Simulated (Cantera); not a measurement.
Input (Python, Cantera) and output of one run.

```python
import numpy as np
import cantera as ct

gas_names = """
    CL CL2 H HCL H2 Si SiCL SiCL2 SiCL3 SiCL4 SiH SiHCL3 SiH2 SiH2CL2 SiH3 SiH3CL SiH4 Si2 Si3
""".split()
cond_names = """
    Si(cr) Si(L)
""".split()


# ... load() reads the species with a 1 bar reference pressure and builds the phases ...
atoms = {
    'Si': {'Si': 1},
    'H2': {'H': 2},
    'Cl2': {'CL': 2},
}
top_T = {}  # K; cautious upper limits of use, not melting points


# ... equilibrate(T, P, feed) seeds the gas with the atoms and calls Mixture.equilibrate('TP', solver="vcs", rtol=1e-11, max_steps=5000) ...
results = []
feed = {'Si': 1, 'H2': 1.1, 'Cl2': 0.09}  # mol
P = 390000  # Pa
for T in [898, 948, 998, 1048, 1098, 1148, 1198, 1248, 1298, 1348, 1398, 1448, 1498, 1548]:
    mix = equilibrate(T, P, feed)
    results.append((T, P, feed, dict(zip(mix.species_names, mix.species_moles))))
    x = sorted(zip(gas.X, gas.species_names), reverse=True)
    print(f"T = {T:g} K  P = {P:g} Pa  gas = {mix.phase_moles(0):.4g} mol")
    print("   x: " + "  ".join(f"{s} {v:.3e}" for v, s in x if v > 0.0001))
    print("   condensed (mol): " + ("  ".join(f"{mix.phase(i).name} {mix.phase_moles(i):.4g}"
          for i in range(1, mix.n_phases) if mix.phase_moles(i) > 1e-12) or "none"))
```

Output:

```
T = 898 K  P = 390000 Pa  gas = 1.137 mol
   x: H2 9.513e-01  SiHCL3 2.421e-02  SiCL4 1.940e-02  SiH2CL2 2.857e-03  HCL 2.122e-03
   condensed (mol): Si(cr) 0.947
T = 948 K  P = 390000 Pa  gas = 1.138 mol
   x: H2 9.503e-01  SiHCL3 2.369e-02  SiCL4 1.934e-02  HCL 3.493e-03  SiH2CL2 2.938e-03  SiCL3 1.057e-04
   condensed (mol): Si(cr) 0.9475
T = 998 K  P = 390000 Pa  gas = 1.138 mol
   x: H2 9.490e-01  SiHCL3 2.310e-02  SiCL4 1.915e-02  HCL 5.454e-03  SiH2CL2 2.998e-03  SiCL3 2.035e-04
   condensed (mol): Si(cr) 0.9481
T = 1048 K  P = 390000 Pa  gas = 1.139 mol
   x: H2 9.471e-01  SiHCL3 2.239e-02  SiCL4 1.879e-02  HCL 8.130e-03  SiH2CL2 3.035e-03  SiCL3 3.651e-04  SiCL2 1.300e-04  SiH3CL 1.070e-04
   condensed (mol): Si(cr) 0.9489
T = 1098 K  P = 390000 Pa  gas = 1.141 mol
   x: H2 9.445e-01  SiHCL3 2.154e-02  SiCL4 1.823e-02  HCL 1.163e-02  SiH2CL2 3.045e-03  SiCL3 6.141e-04  SiCL2 2.908e-04  SiH3CL 1.140e-04
   condensed (mol): Si(cr) 0.95
T = 1148 K  P = 390000 Pa  gas = 1.143 mol
   x: H2 9.413e-01  SiHCL3 2.051e-02  SiCL4 1.742e-02  HCL 1.604e-02  SiH2CL2 3.023e-03  SiCL3 9.732e-04  SiCL2 6.000e-04  SiH3CL 1.201e-04
   condensed (mol): Si(cr) 0.9513
T = 1198 K  P = 390000 Pa  gas = 1.145 mol
   x: H2 9.373e-01  HCL 2.139e-02  SiHCL3 1.925e-02  SiCL4 1.634e-02  SiH2CL2 2.966e-03  SiCL3 1.457e-03  SiCL2 1.150e-03  SiH3CL 1.249e-04
   condensed (mol): Si(cr) 0.9527
T = 1248 K  P = 390000 Pa  gas = 1.148 mol
   x: H2 9.326e-01  HCL 2.764e-02  SiHCL3 1.775e-02  SiCL4 1.494e-02  SiH2CL2 2.866e-03  SiCL3 2.063e-03  SiCL2 2.056e-03  SiH3CL 1.283e-04
   condensed (mol): Si(cr) 0.9543
T = 1298 K  P = 390000 Pa  gas = 1.151 mol
   x: H2 9.271e-01  HCL 3.464e-02  SiHCL3 1.599e-02  SiCL4 1.324e-02  SiCL2 3.443e-03  SiCL3 2.762e-03  SiH2CL2 2.722e-03  SiH3CL 1.301e-04
   condensed (mol): Si(cr) 0.9559
T = 1348 K  P = 390000 Pa  gas = 1.156 mol
   x: H2 9.210e-01  HCL 4.214e-02  SiHCL3 1.400e-02  SiCL4 1.129e-02  SiCL2 5.410e-03  SiCL3 3.487e-03  SiH2CL2 2.530e-03  SiH3CL 1.300e-04
   condensed (mol): Si(cr) 0.9574
T = 1398 K  P = 390000 Pa  gas = 1.16 mol
   x: H2 9.146e-01  HCL 4.978e-02  SiHCL3 1.184e-02  SiCL4 9.179e-03  SiCL2 7.981e-03  SiCL3 4.141e-03  SiH2CL2 2.295e-03  SiH3CL 1.279e-04
   condensed (mol): Si(cr) 0.9587
T = 1448 K  P = 390000 Pa  gas = 1.165 mol
   x: H2 9.083e-01  HCL 5.713e-02  SiCL2 1.106e-02  SiHCL3 9.626e-03  SiCL4 7.077e-03  SiCL3 4.616e-03  SiH2CL2 2.025e-03  SiH3CL 1.237e-04
   condensed (mol): Si(cr) 0.9598
T = 1498 K  P = 390000 Pa  gas = 1.17 mol
   x: H2 9.025e-01  HCL 6.375e-02  SiCL2 1.444e-02  SiHCL3 7.503e-03  SiCL4 5.154e-03  SiCL3 4.827e-03  SiH2CL2 1.736e-03  SiH3CL 1.178e-04
   condensed (mol): Si(cr) 0.9605
T = 1548 K  P = 390000 Pa  gas = 1.175 mol
   x: H2 8.974e-01  HCL 6.930e-02  SiCL2 1.781e-02  SiHCL3 5.617e-03  SiCL3 4.753e-03  SiCL4 3.551e-03  SiH2CL2 1.448e-03  SiH3CL 1.105e-04
   condensed (mol): Si(cr) 0.9609
```

These are equilibrium values from Cantera (NASA tables, ideal gas, pure condensed phases), not measurements of a reactor. The tables' values for SiCl3 are old estimates; treat these amounts as uncertain.
